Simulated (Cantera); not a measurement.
Feed: 1 mol SiCl4, a varied amount of Cl2, 1 mol H2, held at 675 K and 1.90 bar.

Method: chemical equilibrium by Gibbs-energy minimisation in Cantera with the NASA 1993 tables (ideal gas, pure condensed phases). Candidate condensed phases: Si; 19 gas species. Equilibrium is a limit: real reactors are often held back by kinetics, nucleation or transport.

### Question
At 1.1 mol Cl2, list the 3 most abundant gas species with their mole fractions, and the condensed phases.

### Answer
HCl 0.645, SiCl4 0.323, Cl2 0.0323. Condensed: gas only.
